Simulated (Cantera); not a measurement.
Charge: 1 mol SiHCl3, 1.4 mol HCl, 42 mol N2, at 1550 K and 1.00 bar.

Equilibrium computed with Cantera from the NASA thermochemical tables; the gas is ideal and each condensed phase is pure. Candidate condensed phases: NH4Cl, Si, Si3N4; 28 gas species. The tables' values for SiCl3 are old estimates; treat these amounts as uncertain. Equilibrium is a limit: real reactors are often held back by kinetics, nucleation or transport.

Base state: N2 0.936, HCl 0.0430, SiCl4 0.00980, H2 0.00528, SiCl3 0.00326, SiCl2 0.00301, SiHCl3 0.000148, Cl 1.49e-5 (mole fractions); condensed: Si3N4(s).

Problem. What changes in the equilibrium state with this change: HCl from 1.4 to 0.32 mol?

Solution. 
```json
[
 {"species": "N2", "before": "0.936", "after": "0.957"},
 {"species": "HCl", "before": "0.0430", "after": "0.0261"},
 {"species": "SiCl4", "before": "0.00980", "after": "0.00878"},
 {"species": "H2", "before": "0.00528", "after": "0.00204"},
 {"species": "SiHCl3", "before": "0.000148", "after": "8.43e-5"},
 {"species": "SiCl3", "before": "0.00326", "after": "0.00299"},
 {"species": "Si3N4(s), mol", "before": "0.0917", "after": "0.120"}
]
```
